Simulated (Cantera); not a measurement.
A perfectly stirred reactor is fed with CH₄ : N₂ = 1 : 22 (molar parts), at 10.00 Torr; it is held at 1375 K, and followed from long to short residence time.

Detailed kinetics in Cantera: GRI-Mech 3.0 (53 species, 325 reactions). GRI-Mech 3.0 stops at C3 and has no aromatics, soot or wall deposition, so with more carbon than oxygen in the feed, carbon stays in small species such as C2H2 where larger ones or solid carbon would form. Radical loss at walls, strong at low pressure, is not modelled.

Q: What does this change do: CH4 1 to 0.29 parts?

A: 
```csv
quantity,before,after
x(CH₄) at τ = 21.0 s,0.0389,0.0116
x(H₂) at τ = 21.0 s,0.00624,0.00194
x(CH₃) at τ = 21.0 s,5.30e-5,3.01e-5
x(C₂H) at τ = 21.0 s,1.09e-10,6.58e-11
x(C₂H₄) at τ = 21.0 s,0.000356,0.000140
x(CH₄) at τ = 0.100 s,0.0435,0.0130
x(H₂) at τ = 0.100 s,1.28e-6,3.53e-7
x(CH₃) at τ = 0.100 s,2.45e-6,6.98e-7
x(C₂H) at τ = 0.100 s,<1e-12,<1e-12
x(C₂H₄) at τ = 0.100 s,2.02e-8,1.64e-9
```
